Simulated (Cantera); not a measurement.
A closed system holds: 1 mol CS2, 0.63 mol H2O, 0.04 mol O2, equilibrated at 1875 K and 10.0 Torr.

Cantera equilibrium calculation (NASA polynomials, part measured and part estimated; ideal gas, pure solids and liquids). Candidate condensed phases: C, C6H6, C7H8, C8H18, H2O, H2SO4, S; 123 gas species. Kinetics and transport are ignored.

Base state: CO 0.301, S2 0.293, H2 0.246, CS2 0.105, CS 0.0179, SH 0.0143, H2S 0.0131, S 0.00623 (mole fractions); condensed: gas only.

What changes in the equilibrium state with this change: temperature from 1875 K to 1975 K?


| species | before | after |
|---|---|---|
| CO | 0.301 | 0.297 |
| S2 | 0.293 | 0.293 |
| H2 | 0.246 | 0.242 |
| CS2 | 0.105 | 0.0901 |
| CS | 0.0179 | 0.0313 |
| S | 0.00623 | 0.0126 |
| H2S | 0.0131 | 0.00958 |
| SH | 0.0143 | 0.0180 |
| H | 0.00281 | 0.00583 |
| COS | 0.000567 | 0.000424 |

What changes in the equilibrium state with this change: 0.75 mol CO2 added?


```json
[
 {"species": "CO", "before": "0.301", "after": "0.466"},
 {"species": "S2", "before": "0.293", "after": "0.265"},
 {"species": "H2", "before": "0.246", "after": "0.124"},
 {"species": "CS2", "before": "0.105", "after": "3.74e-6"},
 {"species": "SO2", "before": "<1e-9", "after": "0.0135"},
 {"species": "CO2", "before": "7.18e-7", "after": "0.0437"},
 {"species": "SO", "before": "3.94e-7", "after": "0.0147"},
 {"species": "CS", "before": "0.0179", "after": "6.69e-7"},
 {"species": "H2O", "before": "2.41e-6", "after": "0.0478"},
 {"species": "H2S", "before": "0.0131", "after": "0.00625"},
 {"species": "SH", "before": "0.0143", "after": "0.00963"},
 {"species": "S2O", "before": "1.92e-8", "after": "0.000684"},
 {"species": "OH", "before": "2.15e-9", "after": "6.02e-5"},
 {"species": "COS", "before": "0.000567", "after": "0.000834"}
]
```
